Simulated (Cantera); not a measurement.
A closed system holds: 1 mol Al2O3, 3 mol H2, held at 2227 °C and 0.0100 bar.

These are equilibrium values from Cantera (NASA tables, ideal gas, pure condensed phases), not measurements of a reactor. Candidate condensed phases: Al, Al2O3, H2O; 19 gas species. The tables' values for AlOH are old estimates; treat these amounts as uncertain. Kinetics and transport are ignored.

Base state: H2 0.750, H 0.218, H2O 0.0176, Al 0.00839, Al2O 0.00262, OH 0.00106, AlOH 0.00105, AlO 0.000795 (mole fractions); condensed: Al2O3(l).

Question: What changes in the equilibrium state with this change: 0.77 mol NH3 added?

Answer: 
| species | before | after |
|---|---|---|
| H2 | 0.750 | 0.687 |
| H | 0.218 | 0.208 |
| N2 | 0 | 0.0749 |
| H2O | 0.0176 | 0.0166 |
| Al | 0.00839 | 0.00800 |
| NO | 0 | 2.22e-5 |
| AlH | 8.45e-5 | 7.70e-5 |
| Al2O | 0.00262 | 0.00245 |
| AlOH | 0.00105 | 0.000992 |
| Al2O3(l), mol | 0.973 | 0.962 |
Further candidate phases: AlN.
